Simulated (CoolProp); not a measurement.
R410A at 435.2 K and 4.41 MPa flows at 0.58 m/s in a round tube of 6 mm bore and 15 µm roughness, fully developed (64/Re and Nu = 3.66 if laminar; Colebrook and Gnielinski if turbulent). Each further row changes one setting.

Values from CoolProp's reference Helmholtz-energy equation of state, Lemmon 2003. It is a pseudo-pure fit of the blend.

```
case               Reynolds number  Darcy friction factor  pressure drop (Pa/m)  heat-transfer coefficient (W/(m² K))  mass flow (kg/h)
-----------------  ---------------  ---------------------  --------------------  ------------------------------------  ----------------
as stated                    17600                 0.0312                  90.4                                   279              6.10
velocity 1.16 m/s            35200                 0.0285                   331                                   524              12.2
diameter 12 mm               35200                 0.0259                  37.5                                   237              24.4
```

Viscosity comes from a separate model (Geller 2000). Thermal conductivity comes from a separate model (Geller 2001).
